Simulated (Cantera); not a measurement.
Input: 1 mol Fe, 1.1 mol Cl₂, 9.4 mol H₂, 0.056 mol HCl, held at 2.90 bar.

These are equilibrium values from Cantera (NASA tables, ideal gas, pure condensed phases), not measurements of a reactor. Candidate condensed phases: Fe, FeCl₂, FeCl₃; 11 gas species. Kinetics and transport are ignored. All values below are at 1302 °C.

Base state: H₂ 0.813, HCl 0.160, FeCl₂ 0.0268, Fe₂Cl₄ 4.82e-5, H 2.20e-5 (mole fractions); condensed: Fe(γ).

Q: What changes in the equilibrium state with this change: Fe replaced by Fe₂O₃?

A: 
| species | before | after |
|---|---|---|
| H₂ | 0.813 | 0.566 |
| H₂O | 0 | 0.254 |
| HCl | 0.160 | 0.148 |
| FeCl₂ | 0.0268 | 0.0329 |
| Fe₂Cl₄ | 4.82e-5 | 7.25e-5 |
| H | 2.20e-5 | 1.84e-5 |
| Fe(γ), mol | 0.716 | 1.33 |
| FeO(s), mol | 0 | 0.322 |
Mutual solubility and eutectic melting of coexisting phases are not modelled. The tables' stoichiometric FeO is somewhat more stable than real wüstite, so its field is too wide. FeO: taken at fixed stoichiometry. Further candidate phases: FeO, Fe(OH)₂, Fe(OH)₃, Fe₂O₃, Fe₃O₄, H₂O.

Q: What changes in the equilibrium state with this change: H₂ from 9.4 to 0.72 mol?

A: 
```json
[
 {"species": "FeCl₂", "before": "0.0268", "after": "0.416"},
 {"species": "HCl", "before": "0.160", "after": "0.338"},
 {"species": "H₂", "before": "0.813", "after": "0.234"},
 {"species": "Fe₂Cl₄", "before": "4.82e-5", "after": "0.0116"},
 {"species": "FeCl₃", "before": "6.27e-6", "after": "0.000383"},
 {"species": "Cl", "before": "3.44e-6", "after": "1.35e-5"},
 {"species": "H", "before": "2.20e-5", "after": "1.18e-5"},
 {"species": "Fe(γ), mol", "before": "0.716", "after": "0.186"}
]
```
